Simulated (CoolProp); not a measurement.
Model: reference Helmholtz-energy equation of state, Colonna 2008, in CoolProp. It is a short technical equation, of lower accuracy than the large ones.

Q: For dodecamethylcyclohexasiloxane (D6), give the phase and the cp (kJ/(kg K)), cv (kJ/(kg K)), fugacity coefficient at 412.2 K and 3.06 bar.

A: 
- 412.2 K and 3.06 bar: liquid; cp 1.80, cv 1.63, fugacity coefficient 0.0144
